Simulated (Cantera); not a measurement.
A Cantera script and what it prints.

```python
import numpy as np
import cantera as ct

gas_names = [...]  # 62 gases of nasa_gas.yaml made of F, H, N, O, S
cond_names = """
    H2O(s) H2O(L) H2SO4(L) S(cr1) S(cr2) S(L)
""".split()


# ... load() reads the species with a 1 bar reference pressure and builds the phases ...
atoms = {
    'HF': {'H': 1, 'F': 1},
    'SO2': {'S': 1, 'O': 2},
    'N2': {'N': 2},
}
top_T = {}  # K; cautious upper limits of use, not melting points


# ... equilibrate(T, P, feed) seeds the gas with the atoms and calls Mixture.equilibrate('TP', solver="vcs", rtol=1e-11, max_steps=5000) ...
results = []
feed = {'HF': 1, 'SO2': 0.005, 'N2': 14}  # mol
T = 1025  # K
P = 1333.22  # Pa
mix = equilibrate(T, P, feed)
results.append((T, P, feed, dict(zip(mix.species_names, mix.species_moles))))
x = sorted(zip(gas.X, gas.species_names), reverse=True)
print(f"T = {T:g} K  P = {P:g} Pa  gas = {mix.phase_moles(0):.4g} mol")
print("   x: " + "  ".join(f"{s} {v:.3e}" for v, s in x if v > 0.0001))
print("   condensed (mol): " + ("  ".join(f"{mix.phase(i).name} {mix.phase_moles(i):.4g}"
      for i in range(1, mix.n_phases) if mix.phase_moles(i) > 1e-12) or "none"))
```

It prints:

```
T = 1025 K  P = 1333.22 Pa  gas = 15 mol
   x: N2 9.330e-01  HF 6.664e-02  SO2 3.332e-04
   condensed (mol): none
```

These are equilibrium values from Cantera (NASA tables, ideal gas, pure condensed phases), not measurements of a reactor.
